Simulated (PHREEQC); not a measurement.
Dissolve 0.061 mol H2SO4, 0.0029 mol NiCl2 and 0.12 mol CuCl2 per kg of water at 25 °C. Closed to the air; pH follows from the charge balance.

All values are PHREEQC results (ion-association model, wateq4f.dat), not measurements.

```
quantity                        before     after
----------------------------  --------  --------
pH                                1.16      4.22
ionic strength (mol/kgw)         0.396     0.330
CuCl+ (mol/kgw)                 0.0147    0.0173
CuCl2 (mol/kgw)               0.000727  0.000892
CuCl3- (mol/kgw)               6.41e-7   7.64e-7
CuOH+ (mol/kgw)                5.15e-9   7.01e-6
SI of Tenorite (CuO)             -6.93     -0.72
SI of Atacamite (Cu2(OH)3Cl)     -7.93     +1.42
```

**Question.** Name the change that produced these shifts.
(A) NiCl2 left out
(B) H2SO4 left out
(C) 0.0047 mol/kgw KOH added
(D) NiCl2 replaced by NaCl at the same molality
(E) temperature from 25 to 20 °C

**Answer.** B, H2SO4 left out

Precipitation was switched off in this run. Some of these states are supersaturated (in Atacamite, for instance).
